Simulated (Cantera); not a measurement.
## Chlorosilane synthesis and conversion: SiCl₄ + Cl₂ + H₂

Input: 1 mol SiCl₄, 1.8 mol Cl₂, 8.9 mol H₂, at 0.100 bar.

These are equilibrium values from Cantera (NASA tables, ideal gas, pure condensed phases), not measurements of a reactor. Candidate condensed phases: Si; 19 gas species. The tables' values for SiCl₃ are old estimates; treat these amounts as uncertain. Kinetics and transport are ignored.

From 948 K to 1473 K nothing is condensed. The main Si-bearing gas is SiCl₄ at 948 K and SiCl₂ at 1473 K.

```json
[
 {"T (K)": "948", "log p H₂": "-1.22", "log p HCl": "-1.51", "log p SiCl₄": "-2.07", "log p SiCl₂": "-7.56", "log p SiCl₃": "-5.58"},
 {"T (K)": "1023", "log p H₂": "-1.22", "log p HCl": "-1.51", "log p SiCl₄": "-2.08", "log p SiCl₂": "-6.36", "log p SiCl₃": "-4.88"},
 {"T (K)": "1098", "log p H₂": "-1.22", "log p HCl": "-1.51", "log p SiCl₄": "-2.08", "log p SiCl₂": "-5.34", "log p SiCl₃": "-4.28"},
 {"T (K)": "1173", "log p H₂": "-1.22", "log p HCl": "-1.50", "log p SiCl₄": "-2.10", "log p SiCl₂": "-4.46", "log p SiCl₃": "-3.78"},
 {"T (K)": "1248", "log p H₂": "-1.23", "log p HCl": "-1.50", "log p SiCl₄": "-2.13", "log p SiCl₂": "-3.72", "log p SiCl₃": "-3.36"},
 {"T (K)": "1323", "log p H₂": "-1.23", "log p HCl": "-1.48", "log p SiCl₄": "-2.20", "log p SiCl₂": "-3.14", "log p SiCl₃": "-3.04"},
 {"T (K)": "1398", "log p H₂": "-1.25", "log p HCl": "-1.45", "log p SiCl₄": "-2.34", "log p SiCl₂": "-2.73", "log p SiCl₃": "-2.85"},
 {"T (K)": "1473", "log p H₂": "-1.27", "log p HCl": "-1.42", "log p SiCl₄": "-2.55", "log p SiCl₂": "-2.47", "log p SiCl₃": "-2.78"}
]
```
log p: log10 of the partial pressure in bar; nothing condenses.
